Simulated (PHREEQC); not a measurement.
Dissolve 0.11 mol/kgw HF, 0.011 mol/kgw NH4HF2 and 0.00039 mol/kgw H4SiO4 at 20 °C. It is in equilibrium with CO2 at log p = -1 (atm). Otherwise closed; pH follows from the charge balance.

Computed with PHREEQC (ion-association model, wateq4f.dat).

This is a speciation only: nothing precipitates in the calculation.

**Question.** Estimate the pH.

**Answer.** pH 2.30.

**Question.** In which forms is F present?

**Answer.** HF 57 %, H2F2 27 %, F- 9.4 %, HF2- 5.2 %, SiF6-2 1.8 % of the F.

Complexes and solids missing from the database can't appear. wateq4f.dat counts part of the HF as a dimer, H2F2, which phreeqc.dat doesn't know; its constant is uncertain. SiF6-2 is the database's only silicon fluoride.
